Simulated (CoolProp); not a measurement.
The numbers come from the reference Helmholtz-energy equation of state, Schroeder 2014 in CoolProp.

Task: For ethanol, give the phase and the density (kg/m³), cp (kJ/(kg K)), cv (kJ/(kg K)), viscosity (µPa s) at 607.7 K and 60.3 bar; 607.7 K and 108 bar; 607.7 K and 121 bar.

Result: 
- 607.7 K and 60.3 bar: gas; density 64.1, cp 2.97, cv 2.48, viscosity 19.7
- 607.7 K and 108 bar: supercritical; density 139, cp 4.00, cv 2.77, viscosity 24.5
- 607.7 K and 121 bar: supercritical; density 166, cp 4.40, cv 2.86, viscosity 26.8

Viscosity comes from a separate model (Kiselev 2005).
